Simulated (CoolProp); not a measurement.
Vapour-liquid equilibrium of CHF3 (R23) (1) + R22 (2) at 22.3 kPa; x and y are mole fractions of (1).

The numbers come from the multi-fluid Helmholtz-energy mixture model, Penoncello 2003 and Kamei 1995; pair parameters Bell 2016 in CoolProp.

```tsv
x	bubble temperature (K)	y at the bubble point	dew temperature at overall composition x (K)	liquid density (mol/L)
0.05	196.9	0.419	203.7	17.57
0.2	184.6	0.801	201.3	18.40
0.35	178.6	0.898	198.4	19.06
0.5	175.1	0.939	195.0	19.67
0.65	172.7	0.962	190.7	20.29
0.8	170.8	0.979	184.6	20.92
0.95	169.1	0.995	174.0	21.60
```

No azeotrope shows between x = 0.05 and 0.95.

The pair parameters rest on a limited set of measurements; away from them the model extrapolates.
